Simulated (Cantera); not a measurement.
Input: 1 mol Fe, 0.0029 mol O2, a varied amount of CO, 8.4 mol CO2, equilibrated at 1723.15 K and 24.0 bar.

These are equilibrium values from Cantera (NASA tables, ideal gas, pure condensed phases), not measurements of a reactor. Candidate condensed phases: C, Fe, Fe(CO)5, FeO, Fe2O3, Fe3O4; 15 gas species. Mutual solubility and eutectic melting of coexisting phases are not modelled. The tables' stoichiometric FeO is somewhat more stable than real wüstite, so its field is too wide. FeO: taken at fixed stoichiometry. The numbers say what is thermodynamically allowed, not how fast it happens.

x: gas mole fraction; n: condensed amount in mol.

```csv
n(CO) (mol),x CO,x CO2,x Fe,x O2,x FeO,n FeO(l),n Fe(δ)
0.7,0.186,0.814,1.16e-8,6.39e-9,1.63e-9,1.00,0
1.1,0.220,0.780,1.43e-8,4.18e-9,1.63e-9,1.00,0
1.7,0.267,0.733,1.84e-8,2.52e-9,1.63e-9,1.00,0
2.6,0.327,0.673,2.45e-8,1.42e-9,1.63e-9,1.00,0
4.1,[?],[?],[?],[?],1.63e-9,1.00,0
6.5,[?],[?],[?],[?],1.63e-9,1.000,0
10,0.598,0.402,7.51e-8,1.52e-10,1.63e-9,1.000,0
16,0.696,0.304,1.16e-7,6.35e-11,1.63e-9,1.000,0
25,0.778,0.222,1.77e-7,2.71e-11,1.63e-9,1.000,0
38,0.840,0.160,2.66e-7,1.21e-11,1.63e-9,1.000,0
60,0.883,0.117,3.81e-7,5.88e-12,1.63e-9,0.395,0.605
93,0.917,0.0829,3.81e-7,2.73e-12,1.11e-9,0,1.000
```

Question: Some entries are withheld; supply them.

Answer: 
- 6.5, x CO: 0.503
- 6.5, x CO2: 0.497
- 6.5, x Fe: 5.12e-8
- 6.5, x O2: 3.26e-10
- 4.1, x CO: 0.408
- 4.1, x CO2: 0.592
- 4.1, x Fe: 3.48e-8
- 4.1, x O2: 7.06e-10
